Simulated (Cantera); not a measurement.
A perfectly stirred reactor is fed with C3H8 : O2 : N2 = 1 : 7.04 : 26.5 (molar parts), at 4.00 bar; it is adiabatic with a 350 K inlet, and is followed from long to short residence time, starting on the burning branch (τ in s: 0.16, 0.064, 0.026, 0.011, 0.0043, 0.0017, 0.00071, 0.00029, 0.00012, 4.8e-05, 1.9e-05, 7.9e-06).

Computed with Cantera and GRI-Mech 3.0 (53 species, 325 reactions). GRI-Mech 3.0 was tuned for natural gas; its chemistry of propane as a main component is partial and can be far from experiment.

Question: What does this change do: 1.5 parts H2O added?

Answer: 
| quantity | before | after |
|---|---|---|
| blow-out, bracketed by the residence times tried | burning at 0.120 ms, out at 48.0 µs | burning at 0.120 ms, out at 48.0 µs |
| x(C3H8) at τ = 0.160 s | 1.63e-7 | 2.19e-7 |
| x(O2) at τ = 0.160 s | 0.0572 | 0.0549 |
| x(CH4) at τ = 0.160 s | 1.74e-7 | 2.89e-7 |
| x(O) at τ = 0.160 s | 6.60e-5 | 4.03e-5 |
| x(CH2CO) at τ = 0.160 s | 3.07e-7 | 4.26e-7 |
| x(C3H8) at τ = 0.710 ms | 1.25e-5 | 1.62e-5 |
| x(O2) at τ = 0.710 ms | 0.0594 | 0.0572 |
| x(CH4) at τ = 0.710 ms | 3.17e-6 | 5.06e-6 |
| x(O) at τ = 0.710 ms | 0.000880 | 0.000609 |
| x(CH2CO) at τ = 0.710 ms | 2.16e-5 | 2.66e-5 |
